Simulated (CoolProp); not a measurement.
The numbers come from the reference Helmholtz-energy equation of state, Lemmon 2006 in CoolProp. It is a short technical equation, of lower accuracy than the large ones.

Q: For C2F6 (R116), give the phase and the density (kg/m³), cp (kJ/(kg K)), cv (kJ/(kg K)), isothermal compressibility (1/MPa) at 425 K and 2180 kPa.

A: 
- 425 K and 2180 kPa: gas; density 90.3, cp 0.975, cv 0.886, isothermal compressibility 0.485
